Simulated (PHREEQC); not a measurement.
A solution holds 12 mmol/kgw HCl, 0.088 mmol/kgw CaCl2 and 3.3 mmol/kgw CuCl2, at 25 °C. Closed to the air; pH follows from the charge balance.

Model: ion-association model, phreeqc.dat, run in PHREEQC.

No solid was allowed to form.

Q: Estimate the pH.

A: pH 1.97.

Q: In which forms is Cu present?

A: Cu+2 97 %, CuCl+ 2.8 % of the Cu.

Complexes and solids missing from the database can't appear.
